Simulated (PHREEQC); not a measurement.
Consider water at 25 °C with 0.0019 mol KH2PO4, 0.19 mol NaF and 0.066 mol NaCl per kg of water. Closed to the air; pH follows from the charge balance.

The numbers come from PHREEQC with the ion-association model, phreeqc.dat.

The ionic strength comes out as 0.246 mol/kgw. What activity coefficients do F-, HPO4-2, K+, NaHPO4-, Na+ get?

F- 0.69, HPO4-2 0.28, K+ 0.70, NaHPO4- 0.73, Na+ 0.74.

Precipitation was switched off in this run. Complexes and solids missing from the database can't appear.
